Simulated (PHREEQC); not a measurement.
Consider water at 40 °C with 0.0047 mol HF, 0.00026 mol CuSO4 and 0.023 mol CuCl2 per kg of water. Closed to the air; pH follows from the charge balance.

All values are PHREEQC results (ion-association model, phreeqc.dat), not measurements.

This is a speciation only: nothing precipitates in the calculation.

Q: Order these F species by the share of F that they hold, largest first: HF2-, HF, CuF+, F-.

A: HF (64 %), F- (30 %), CuF+ (5.5 %), HF2- (0.75 %)

The pH is 2.85 and the ionic strength 0.0663 mol/kgw. Complexes and solids missing from the database can't appear. Away from 25 °C the constants follow the database's enthalpies or fits; those with neither stay at their 25 °C values.
